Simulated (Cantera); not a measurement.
A Cantera script and what it prints.

```python
import numpy as np
import cantera as ct

gas_names = """
    CL CLO CL2 H HCL HNO HNO2 HNO3 HOCL HO2 H2 H2O H2O2 N NH NH2 NH3 NH2OH NO NO2 NO3 N2 N2H2 N2H4 N2O O
    OH O2 O3 Si SiCL SiCL2 SiCL3 SiCL4 SiH SiHCL3 SiH2 SiH2CL2 SiH3 SiH3CL SiH4 SiN SiO SiO2 Si2 Si2N
    Si3
""".split()
cond_names = """
    H2O(s) H2O(L) NH4CL(a) NH4CL(b) Si(cr) Si(L) SiO2(Lqz) SiO2(hqz) SiO2(L) Si2N2O(s) Si3N4(a)
""".split()


def load(file, names, dense=False):
    # The tables refer to 1 bar. Condensed volumes are neglected.
    table = {s.name: s for s in ct.Species.list_from_file(file)}
    out = []
    for n in names:
        d = dict(table[n].input_data)
        d["thermo"] = dict(d["thermo"], **{"reference-pressure": 1e5})
        if dense:
            d["equation-of-state"] = {"model": "constant-volume", "density": "1e6 g/cm^3"}
        out.append(ct.Species.from_dict(d))
    return out


gas = ct.Solution(thermo="ideal-gas", species=load("nasa_gas.yaml", gas_names))
cond = {s.name: ct.Solution(thermo="fixed-stoichiometry", species=[s], name=s.name)
        for s in load("nasa_condensed.yaml", cond_names, dense=True)}
atoms = {
    'SiH2Cl2': {'Si': 1, 'H': 2, 'CL': 2},
    'NO': {'N': 1, 'O': 1},
    'H2': {'H': 2},
}
top_T = {'Si2N2O(s)': 2100, 'Si3N4(a)': 2400}  # K; cautious upper limits of use, not melting points


def equilibrate(T, P, feed):
    n = {}
    for name, mol in feed.items():
        for a, k in atoms[name].items():
            n[a] = n.get(a, 0.0) + k * mol
    gas.TPX = T, P, n
    mass = sum(n.values()) * gas.mean_molecular_weight
    gas.equilibrate("TP")
    valid = [c for c in cond.values() if c.min_temp <= T <= top_T.get(c.name, c.max_temp)]
    mix = ct.Mixture([(gas, mass / gas.mean_molecular_weight)] + [(c, 0.0) for c in valid])
    mix.T, mix.P = T, P
    mix.equilibrate("TP", solver="vcs", rtol=1e-11, max_steps=5000)
    return mix


results = []
feed = {'SiH2Cl2': 1, 'NO': 0.5, 'H2': 0.78}  # mol
T = 2000  # K
for P in [5, 26, 140, 710, 3700, 19000, 100000]:
    mix = equilibrate(T, P, feed)
    results.append((T, P, feed, dict(zip(mix.species_names, mix.species_moles))))
    x = sorted(zip(gas.X, gas.species_names), reverse=True)
    print(f"T = {T:g} K  P = {P:g} Pa  gas = {mix.phase_moles(0):.4g} mol")
    print("   x: " + "  ".join(f"{s} {v:.3e}" for v, s in x if v > 0.0001))
    print("   condensed (mol): " + ("  ".join(f"{mix.phase(i).name} {mix.phase_moles(i):.4g}"
          for i in range(1, mix.n_phases) if mix.phase_moles(i) > 1e-12) or "none"))
```

It prints:

```
T = 2000 K  P = 5 Pa  gas = 4.234 mol
   x: HCL 2.678e-01  H2 2.311e-01  SiO 1.181e-01  H 1.106e-01  CL 9.541e-02  Si 5.978e-02  N2 5.902e-02  SiCL2 5.100e-02  SiCL 6.999e-03  SiH 1.379e-04
   condensed (mol): none
T = 2000 K  P = 26 Pa  gas = 3.82 mol
   x: H2 2.977e-01  HCL 2.814e-01  SiO 1.309e-01  SiCL2 9.822e-02  N2 6.543e-02  H 5.502e-02  CL 3.875e-02  Si 2.582e-02  SiCL 6.383e-03  SiCL3 1.877e-04  SiH 1.541e-04
   condensed (mol): none
T = 2000 K  P = 140 Pa  gas = 3.636 mol
   x: H2 3.380e-01  HCL 2.775e-01  SiO 1.375e-01  SiCL2 1.258e-01  N2 6.874e-02  H 2.527e-02  CL 1.545e-02  Si 7.171e-03  SiCL 3.808e-03  SiCL3 5.164e-04  SiH 1.058e-04
   condensed (mol): none
T = 2000 K  P = 710 Pa  gas = 3.569 mol
   x: H2 3.542e-01  HCL 2.774e-01  SiO 1.401e-01  SiCL2 1.353e-01  N2 7.003e-02  H 1.149e-02  CL 6.701e-03  SiCL 1.862e-03  Si 1.594e-03  SiCL3 1.221e-03
   condensed (mol): none
T = 2000 K  P = 3700 Pa  gas = 3.541 mol
   x: H2 3.610e-01  HCL 2.780e-01  SiO 1.412e-01  SiCL2 1.371e-01  N2 7.059e-02  H 5.080e-03  CL 2.914e-03  SiCL3 2.804e-03  SiCL 8.325e-04  Si 3.146e-04
   condensed (mol): none
T = 2000 K  P = 19000 Pa  gas = 3.524 mol
   x: H2 3.658e-01  HCL 2.760e-01  SiO 1.418e-01  SiCL2 1.348e-01  N2 7.093e-02  SiCL3 6.160e-03  H 2.256e-03  CL 1.268e-03  SiCL 3.662e-04  SiCL4 3.236e-04  SiHCL3 1.673e-04
   condensed (mol): none
T = 2000 K  P = 100000 Pa  gas = 3.327 mol
   x: H2 3.672e-01  HCL 3.330e-01  SiO 1.241e-01  SiCL2 1.079e-01  N2 4.921e-02  SiCL3 1.362e-02  SiCL4 1.978e-03  H 9.855e-04  SiHCL3 8.504e-04  CL 6.656e-04  H2O 2.108e-04  SiCL 1.061e-04
   condensed (mol): Si2N2O(s) 0.08625
```

Equilibrium computed with Cantera from the NASA thermochemical tables; the gas is ideal and each condensed phase is pure. The tables' values for SiCl3, SiCl, SiN are old estimates; treat these amounts as uncertain. Gases not in the tables: Si2H6 and higher silanes.
